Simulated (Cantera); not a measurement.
Feed: 1 mol SiO2, a varied amount of F2, 6.2 mol N2, equilibrated at 1848.15 K and 0.000140 bar.

These are equilibrium values from Cantera (NASA tables, ideal gas, pure condensed phases), not measurements of a reactor. Candidate condensed phases: Si, SiO2, Si2N2O, Si3N4; 28 gas species. The tables hold silica as quartz up to 1696 K and as liquid above; real silica turns to tridymite and cristobalite and melts near 1996 K. The numbers say what is thermodynamically allowed, not how fast it happens.

Question: Which condensed phases are stable at each of these points (n(F2) (mol)): 1.1, 2.6, 4, 5.5, 6.9, 8.3, 9.8, 11?

Answer: 
```json
[
 {"n(F2) (mol)": "1.1", "condensed phases": "SiO2(condensed)", "Si condensed (%)": "44.2"},
 {"n(F2) (mol)": "2.6", "condensed phases": "gas only", "Si condensed (%)": "0.0"},
 {"n(F2) (mol)": "4", "condensed phases": "gas only", "Si condensed (%)": "0.0"},
 {"n(F2) (mol)": "5.5", "condensed phases": "gas only", "Si condensed (%)": "0.0"},
 {"n(F2) (mol)": "6.9", "condensed phases": "gas only", "Si condensed (%)": "0.0"},
 {"n(F2) (mol)": "8.3", "condensed phases": "gas only", "Si condensed (%)": "0.0"},
 {"n(F2) (mol)": "9.8", "condensed phases": "gas only", "Si condensed (%)": "0.0"},
 {"n(F2) (mol)": "11", "condensed phases": "gas only", "Si condensed (%)": "0.0"}
]
```

At 1.1 mol F2 the condensed part is SiO2(condensed). From 2.6 mol F2 to 11 mol F2 nothing is condensed.
